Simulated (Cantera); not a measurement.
Input (Python, Cantera) and output of one run.

```python
import numpy as np
import cantera as ct

gas_names = """
    CL CL2 Cs CsCL Cs2 Cs2CL2 N N2
""".split()
cond_names = """
    Cs(cr) Cs(L) CsCL(a) CsCL(b) CsCL(L)
""".split()


# ... load() reads the species with a 1 bar reference pressure and builds the phases ...
atoms = {
    'CsCl': {'Cs': 1, 'CL': 1},
    'N2': {'N': 2},
}
top_T = {}  # K; cautious upper limits of use, not melting points


# ... equilibrate(T, P, feed) seeds the gas with the atoms and calls Mixture.equilibrate('TP', solver="vcs", rtol=1e-11, max_steps=5000) ...
results = []
feed = {'CsCl': 1, 'N2': 4}  # mol
P = 4100  # Pa
for T in [948, 1023, 1098, 1173, 1248, 1323, 1398, 1473, 1548, 1623, 1698]:
    mix = equilibrate(T, P, feed)
    results.append((T, P, feed, dict(zip(mix.species_names, mix.species_moles))))
    x = sorted(zip(gas.X, gas.species_names), reverse=True)
    print(f"T = {T:g} K  P = {P:g} Pa  gas = {mix.phase_moles(0):.4g} mol")
    print("   x: " + "  ".join(f"{s} {v:.3e}" for v, s in x if v > 0.001))
    print("   condensed (mol): " + ("  ".join(f"{mix.phase(i).name} {mix.phase_moles(i):.4g}"
          for i in range(1, mix.n_phases) if mix.phase_moles(i) > 1e-12) or "none"))
```

It prints:

```
T = 948 K  P = 4100 Pa  gas = 4.036 mol
   x: N2 9.912e-01  CsCL 5.751e-03  Cs2CL2 3.049e-03
   condensed (mol): CsCL(L) 0.9522
T = 1023 K  P = 4100 Pa  gas = 4.17 mol
   x: N2 9.593e-01  CsCL 2.720e-02  Cs2CL2 1.346e-02
   condensed (mol): CsCL(L) 0.7744
T = 1098 K  P = 4100 Pa  gas = 4.695 mol
   x: N2 8.520e-01  CsCL 1.016e-01  Cs2CL2 4.643e-02
   condensed (mol): CsCL(L) 0.08702
T = 1173 K  P = 4100 Pa  gas = 4.859 mol
   x: N2 8.233e-01  CsCL 1.476e-01  Cs2CL2 2.909e-02
   condensed (mol): none
T = 1248 K  P = 4100 Pa  gas = 4.931 mol
   x: N2 8.112e-01  CsCL 1.747e-01  Cs2CL2 1.403e-02
   condensed (mol): none
T = 1323 K  P = 4100 Pa  gas = 4.968 mol
   x: N2 8.051e-01  CsCL 1.885e-01  Cs2CL2 6.365e-03
   condensed (mol): none
T = 1398 K  P = 4100 Pa  gas = 4.985 mol
   x: N2 8.023e-01  CsCL 1.947e-01  Cs2CL2 2.933e-03
   condensed (mol): none
T = 1473 K  P = 4100 Pa  gas = 4.993 mol
   x: N2 8.011e-01  CsCL 1.974e-01  Cs2CL2 1.422e-03
   condensed (mol): none
T = 1548 K  P = 4100 Pa  gas = 4.996 mol
   x: N2 8.006e-01  CsCL 1.987e-01
   condensed (mol): none
T = 1623 K  P = 4100 Pa  gas = 4.998 mol
   x: N2 8.003e-01  CsCL 1.992e-01
   condensed (mol): none
T = 1698 K  P = 4100 Pa  gas = 4.999 mol
   x: N2 8.001e-01  CsCL 1.995e-01
   condensed (mol): none
```

Method: chemical equilibrium by Gibbs-energy minimisation in Cantera with the NASA 1993 tables (ideal gas, pure condensed phases).
